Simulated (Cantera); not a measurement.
Feed: 1 mol (CH3)2SiCl2, 2000 mol H2, at 2500 K and 0.150 bar.

Cantera equilibrium calculation (NASA polynomials, part measured and part estimated; ideal gas, pure solids and liquids). Candidate condensed phases: C, C6H6, C7H8, C8H18, Si, SiC; 109 gas species. The feed counts by its element totals alone. Gases not in the tables: Si2H6 and higher silanes. Equilibrium is a limit: real reactors are often held back by kinetics, nucleation or transport.

Base state: H2 0.935, H 0.0628, HCl 0.000922, C2H2 (acetylene) 0.000469, Si 0.000421, Cl 4.37e-5, SiH 4.17e-5, SiH2 1.27e-5 (mole fractions); condensed: gas only.

Question: What changes in the equilibrium state with this change: H2 from 2000 to 23 mol?

Answer: 
```
species             before     after
----------------  --------  --------
H2                   0.935     0.850
HCl               0.000922    0.0635
H                   0.0628    0.0598
C2H2 (acetylene)  0.000469   0.00919
Si                0.000421   0.00758
SiCl2              1.78e-8   0.00167
Si2C               7.21e-7   0.00108
SiCl               6.68e-7  0.000870
C4H2               9.73e-8   4.11e-5
C(graphite), mol         0     0.761
SiC(s), mol              0     0.568
```
The tables' values for SiCl are old estimates; treat these amounts as uncertain.
